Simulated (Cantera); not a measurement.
## Silicon etching in halogen gases: Si + HF

Feed: 1 mol Si, 8.6 mol HF, at 1350 K and 100 Torr.

These are equilibrium values from Cantera (NASA tables, ideal gas, pure condensed phases), not measurements of a reactor. Candidate condensed phases: Si; 25 gas species. The tables' values for SiF3 are old estimates; treat these amounts as uncertain. Kinetics and transport are ignored.

The x(HF) comes out as 0.605 and the x(H2) is 0.263. The x(SiF4) is 0.132 and the x(SiF3) is 1.06e-5. The x(SiHF3) is 8.46e-6 and the x(H) is 3.35e-6. The gas amount is 7.600 mol. The log10 activity of Si(s) (absent) is -12.00.
